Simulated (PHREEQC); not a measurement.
Solution A (0.0022 mol/kgw LiOH and 7.4e-05 mol/kgw H4SiO4) is mixed with solution B (0.0096 mol/kgw H2SO4 and 0.0026 mol/kgw KCl) at 25 °C; shares are by mass of water, 1 kg in all. Oxygen is held at 0.21 atm. The system is closed to CO2. Solids allowed: Quartz, Sylvite. Others were left out.

All values are PHREEQC results (ion-association model, phreeqc.dat), not measurements.

Problem. Predict pH, H3SiO4- (mol/kgw), H4SiO4 (mol/kgw), SO4-2 (mol/kgw) at share of solution B = 0.2, 0.4, 0.75.

Solution. 
| share of solution B | pH | H3SiO4- (mol/kgw) | H4SiO4 (mol/kgw) | SO4-2 (mol/kgw) |
|---|---|---|---|---|
| 0.2 | 2.76 | 5.49e-12 | 5.92e-5 | 0.00168 |
| 0.4 | 2.31 | 1.49e-12 | 4.44e-5 | 0.00283 |
| 0.75 | 2.01 | 3.18e-13 | 1.85e-5 | 0.00433 |

Species that the database lacks are ignored.
